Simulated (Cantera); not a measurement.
A Cantera script and its output.

```python
import numpy as np
import cantera as ct

gas = ct.Solution("gri30.yaml")
gas.TPX = 1450, 1333, {'H2': 0.14, 'O2': 1}
reactor = ct.IdealGasConstPressureReactor(gas, energy="off", clone=False)
net = ct.ReactorNet([reactor])
net.rtol, net.atol = 1e-08, 1e-18
show = ['H2', 'O2', 'H', 'HO2', 'O', 'OH']
times = np.geomspace(0.0001, 200, 10)

steps = ct.SolutionArray(gas, extra=["t"])
rows = []
print(f"{'t/s':>10s}{'T/K':>9s}{'P/Pa':>11s}" + "".join(f"{s:>11s}" for s in show))
for t in times:
    while net.time < t:
        t_next = net.step()
        steps.append(gas.state, t=t_next)
    rows.append([np.interp(t, steps.t, y) for y in (steps.T, steps.P, *steps(*show).X.T)])
    print(f"{t:10.3e}{rows[-1][0]:9.1f}{rows[-1][1]:11.4g}" + "".join(f"{x:11.3e}" for x in rows[-1][2:]))
rate = np.gradient(steps.T, steps.t)
print("integrator steps:", len(steps.t))
if steps.T.max() > steps.T[0] + 200:
    print(f"time of steepest temperature rise: {steps.t[rate.argmax()]:.4e} s")
gas.TPX = 1450, 1333, {'H2': 0.14, 'O2': 1}
gas.equilibrate("TP")
print(f"equilibrium (TP): T = {gas.T:.1f} K  " + "  ".join(f"{s} {gas[s].X[0]:.3e}" for s in show))
```

It prints:

```
       t/s      T/K       P/Pa         H2         O2          H        HO2          O         OH
 1.000e-04   1450.0       1333  1.228e-01  8.772e-01  8.365e-07  4.899e-07  9.187e-07  7.858e-07
 5.013e-04   1450.0       1333  9.084e-02  8.552e-01  9.902e-03  2.322e-06  1.246e-02  9.232e-03
 2.513e-03   1450.0       1333  4.193e-03  7.886e-01  2.379e-02  3.503e-06  6.944e-02  1.374e-02
 1.260e-02   1450.0       1333  3.398e-03  8.066e-01  1.642e-02  3.455e-06  5.386e-02  1.251e-02
 6.316e-02   1450.0       1333  1.218e-03  8.478e-01  3.164e-03  2.597e-06  1.779e-02  7.670e-03
 3.166e-01   1450.0       1333  9.669e-05  8.668e-01  6.770e-05  5.742e-07  1.366e-03  2.185e-03
 1.587e+00   1450.0       1333  6.564e-06  8.688e-01  1.193e-06  1.183e-07  9.238e-05  5.708e-04
 7.958e+00   1450.0       1333  1.267e-06  8.690e-01  1.015e-07  1.466e-07  1.785e-05  2.511e-04
 3.989e+01   1450.0       1333  1.158e-06  8.690e-01  8.876e-08  1.512e-07  1.632e-05  2.401e-04
 2.000e+02   1450.0       1333  1.158e-06  8.690e-01  8.876e-08  1.512e-07  1.632e-05  2.401e-04
integrator steps: 1665
equilibrium (TP): T = 1450.0 K  H2 1.158e-06  O2 8.690e-01  H 8.876e-08  HO2 1.512e-07  O 1.632e-05  OH 2.401e-04
```

Computed with Cantera and GRI-Mech 3.0 (53 species, 325 reactions). Radical loss at walls, strong at low pressure, is not modelled. The temperature is held fixed by assumption; the heat of reaction is taken as removed at once.
